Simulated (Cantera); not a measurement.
Feed: 1 mol LiOH, a varied amount of H2O, 4.9 mol O2, equilibrated at 1350 K and 0.000610 bar.

Method: chemical equilibrium by Gibbs-energy minimisation in Cantera with the NASA 1993 tables (ideal gas, pure condensed phases). Candidate condensed phases: H2O, Li, LiH, LiOH, Li2O; 17 gas species. Kinetics and transport are ignored.

**Question.** Which condensed phases are stable at each of these points (n(H2O) (mol)): 0.42, 0.72, 1, 1.3, 1.6, 1.9, 2.2, 2.5, 2.8?

**Answer.** 
```
n(H2O) (mol)  condensed phases  Li condensed (%)
------------  ----------------  ----------------
0.42                   Li2O(s)              48.6
0.72                   Li2O(s)              38.1
1                      Li2O(s)              28.8
1.3                    Li2O(s)              19.4
1.6                    Li2O(s)              10.2
1.9                    Li2O(s)               1.3
2.2                   gas only               0.0
2.5                   gas only               0.0
2.8                   gas only               0.0
```

From 0.42 mol H2O to 1.9 mol H2O the condensed part is Li2O(s). From 2.2 mol H2O to 2.8 mol H2O nothing is condensed.
